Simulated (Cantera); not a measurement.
Charge: 1 mol C2H2, 0.0079 mol O2, 0.79 mol H2O, at 0.113 Torr.

These are equilibrium values from Cantera (NASA tables, ideal gas, pure condensed phases), not measurements of a reactor. Candidate condensed phases: C, C6H6, C7H8, C8H18, H2O; 110 gas species. The numbers say what is thermodynamically allowed, not how fast it happens.

Over these rows the condensed part is C(graphite). Partial pressures as log10 of bar:

```csv
T (K),1000/T (1/K),log p H2O,log p H2,log p CO
1000,1.0000,-8.72,-3.99,-4.33
1200,0.8333,-9.90,-3.99,-4.33
1400,0.7143,-10.75,-3.99,-4.33
1600,0.6250,-11.38,-3.99,-4.33
1800,0.5556,?,-4.00,-4.34
2000,0.5000,-12.33,-4.04,-4.35
```

### Question
Fit log p(H2O) = a + b·(1000/T) to the five rows, give the apparent enthalpy, and predict the row at 1800 K.

### Answer
Means: 1000/T = 0.7345, log p = -10.616. Sxy = 1.062427, Sxx = 0.1476402, so b = 7.20 and a = -10.616 − (7.20)×0.7345 = -15.90.
Apparent enthalpy: −19.145 × (7.20) = -138 kJ/mol. With the condensed phases at unit activity, H2(g) + CO(g) = H2O(g) + C(graphite) links this pressure to the main gases: over the six rows their terms move log p by -0.07 in all, so the slope is close to that reaction's ΔH°. The five rows lie within 0.03 of the line.
Prediction at 1800 K: -15.90 + (7.20)×0.5556 = -11.90. The computed value is -11.88, 0.02 from the line.
